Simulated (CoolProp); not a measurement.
Vapour-liquid equilibrium of CHF3 (R23) (1) + R134a (2) at 7.33 bar; x and y are mole fractions of (1).

Computed with CoolProp (multi-fluid Helmholtz-energy mixture model, Penoncello 2003 and Tillner-Roth 1994; pair parameters Bell 2016).

Question: Give the bubble temperature and the first vapour's composition at x = 0.2, 0.65, 0.8. Is there an azeotrope?

Answer: x = 0.2: 4.5 °C, y = 0.580; x = 0.65: -26.1 °C, y = 0.938; x = 0.8: -32.3 °C, y = 0.973. No azeotrope shows between x = 0.05 and 0.95.

The pair parameters rest on a limited set of measurements; away from them the model extrapolates.
